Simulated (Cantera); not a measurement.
What does this Cantera script print?

```python
import numpy as np
import cantera as ct

gas_names = """
    F F2 H HF H2 H2F2 H3F3 H4F4 H5F5 H6F6 H7F7 Si SiF SiF2 SiF3 SiF4 SiH SiHF3 SiH2 SiH2F2 SiH3 SiH3F
    SiH4 Si2 Si3
""".split()
cond_names = """
    Si(cr) Si(L)
""".split()


def load(file, names, dense=False):
    # The tables refer to 1 bar. Condensed volumes are neglected.
    table = {s.name: s for s in ct.Species.list_from_file(file)}
    out = []
    for n in names:
        d = dict(table[n].input_data)
        d["thermo"] = dict(d["thermo"], **{"reference-pressure": 1e5})
        if dense:
            d["equation-of-state"] = {"model": "constant-volume", "density": "1e6 g/cm^3"}
        out.append(ct.Species.from_dict(d))
    return out


gas = ct.Solution(thermo="ideal-gas", species=load("nasa_gas.yaml", gas_names))
cond = {s.name: ct.Solution(thermo="fixed-stoichiometry", species=[s], name=s.name)
        for s in load("nasa_condensed.yaml", cond_names, dense=True)}
atoms = {
    'Si': {'Si': 1},
    'F2': {'F': 2},
    'H2': {'H': 2},
}
top_T = {}  # K; cautious upper limits of use, not melting points


def equilibrate(T, P, feed):
    n = {}
    for name, mol in feed.items():
        for a, k in atoms[name].items():
            n[a] = n.get(a, 0.0) + k * mol
    gas.TPX = T, P, n
    mass = sum(n.values()) * gas.mean_molecular_weight
    gas.equilibrate("TP")
    valid = [c for c in cond.values() if c.min_temp <= T <= top_T.get(c.name, c.max_temp)]
    mix = ct.Mixture([(gas, mass / gas.mean_molecular_weight)] + [(c, 0.0) for c in valid])
    mix.T, mix.P = T, P
    mix.equilibrate("TP", solver="vcs", rtol=1e-11, max_steps=5000)
    return mix


results = []
feed = {'Si': 1, 'F2': 1.8, 'H2': 27}  # mol
T = 625  # K
P = 2  # Pa
mix = equilibrate(T, P, feed)
results.append((T, P, feed, dict(zip(mix.species_names, mix.species_moles))))
x = sorted(zip(gas.X, gas.species_names), reverse=True)
print(f"T = {T:g} K  P = {P:g} Pa  gas = {mix.phase_moles(0):.4g} mol")
print("   x: " + "  ".join(f"{s} {v:.3e}" for v, s in x if v > 1e-05))
print("   condensed (mol): " + ("  ".join(f"{mix.phase(i).name} {mix.phase_moles(i):.4g}"
      for i in range(1, mix.n_phases) if mix.phase_moles(i) > 1e-12) or "none"))
```

Result:

```
T = 625 K  P = 2 Pa  gas = 27.9 mol
   x: H2 9.677e-01  SiF4 3.204e-02  SiHF3 2.967e-04
   condensed (mol): Si(cr) 0.0979
```

These are equilibrium values from Cantera (NASA tables, ideal gas, pure condensed phases), not measurements of a reactor.
